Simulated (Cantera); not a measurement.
An isothermal, constant-pressure homogeneous reactor starts with NO : N2 = 1 : 2.1 (molar parts), at 2050 K and 21000 Pa.

Cantera simulation using GRI-Mech 3.0 (53 species, 325 reactions); the numbers are that mechanism's predictions, not measurements.

Problem. Predict: x(NO) at 2.00 s; x(O) at 2.00 s; x(N2O) at 2.00 s; x(N2) at 2.00 s; x(O2) at 2.00 s; x(NO2) at 2.00 s.

Solution. 
- x(NO) at 2.00 s = 0.113 (gas-phase equilibrium 0.00782)
- x(O) at 2.00 s = 0.000701 (gas-phase equilibrium 0.000846)
- x(N2O) at 2.00 s = 5.16e-6 (gas-phase equilibrium 2.07e-7)
- x(N2) at 2.00 s = 0.782 (gas-phase equilibrium 0.834)
- x(O2) at 2.00 s = 0.104 (gas-phase equilibrium 0.157)
- x(NO2) at 2.00 s = 5.80e-5 (gas-phase equilibrium 4.92e-6)
